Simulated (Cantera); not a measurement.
A perfectly stirred reactor is fed with CH₄ : CO : O₂ : N₂ : H₂O = 1 : 0.11 : 3.16 : 16.8 : 0.19 (molar parts), equivalence ratio 0.65, at 1.00 bar; it is adiabatic with a 550 K inlet, and is followed from long to short residence time, starting on the burning branch (τ in s: 0.048, 0.023, 0.011, 0.0052, 0.0025, 0.0012, 0.00057, 0.00027, 0.00013, 6.3e-05, 3e-05, 1.4e-05, 6.9e-06).

Computed with Cantera and GRI-Mech 3.0 (53 species, 325 reactions).

x: mole fraction; the columns are a selection and need not sum to one.

```
τ (s)    T (K)     x CH₄      x CO    x O₂   x CH₂O     x C₂H    x H₂O
-------  -----  --------  --------  ------  -------  --------  -------
0.048     1652   2.20e-5  0.000614  0.0522  2.24e-6  1.56e-12    0.102
0.023     1646   3.52e-5   0.00100  0.0523  3.69e-6  2.63e-12    0.102
0.011     1637   5.66e-5   0.00163  0.0526  6.06e-6  4.29e-12    0.102
0.0052    1622   9.32e-5   0.00265  0.0532  9.99e-6  6.93e-12    0.101
0.0025    1601  0.000157   0.00427  0.0541  1.64e-5  1.13e-11    0.100
0.0012    1568       [?]       [?]  0.0557      [?]  1.97e-11   0.0988
0.00057   1514  0.000606    0.0117  0.0590  5.37e-5  4.05e-11   0.0969
0.00027    550    0.0470   0.00517   0.149   <1e-12    <1e-12  0.00894
0.00013    550    0.0470   0.00517   0.149   <1e-12    <1e-12  0.00894
6.3e-5     550    0.0470   0.00517   0.149   <1e-12    <1e-12  0.00894
3.0e-5     550    0.0470   0.00517   0.149   <1e-12    <1e-12  0.00894
1.4e-5     550    0.0470   0.00517   0.149   <1e-12    <1e-12  0.00894
6.9e-6     550    0.0470   0.00517   0.149   <1e-12    <1e-12  0.00894
```

Problem. Complete the blanks.

Solution. 
- 0.0012, x CH₄: 0.000282
- 0.0012, x CO: 0.00691
- 0.0012, x CH₂O: 2.79e-5
